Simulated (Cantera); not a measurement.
Input: 1 mol CaO, 19 mol HBr, 8.6 mol O2, held at 1525 K and 30.0 Pa.

Cantera equilibrium calculation (NASA polynomials, part measured and part estimated; ideal gas, pure solids and liquids). Equilibrium is a limit: real reactors are often held back by kinetics, nucleation or transport.

| species | before | after |
|---|---|---|
| HBr | 0.0445 | 0.569 |
| Br | 0.525 | 0.225 |
| H2 | 0.000112 | 0.100 |
| H2O | 0.276 | 0.0588 |
| O2 | 0.139 | 7.95e-9 |
| CaBr2 | 0.0137 | 0.0467 |
| O | 0.000122 | 2.91e-8 |
| OH | 0.00110 | 7.88e-6 |
| H | 1.45e-5 | 0.000432 |
| Br2 | 0.000711 | 0.000131 |
| CaO(s), mol | 0.566 | 0 |
Gas species are given as mole fractions.

Problem. Name the change that produced these shifts.
(A) pressure from 30.0 Pa to 0.133 bar
(B) O2 from 8.6 to 0.13 mol
(C) temperature from 1525 K to 1073.15 K
(D) HBr from 19 to 5 mol

Solution. B, O2 from 8.6 to 0.13 mol
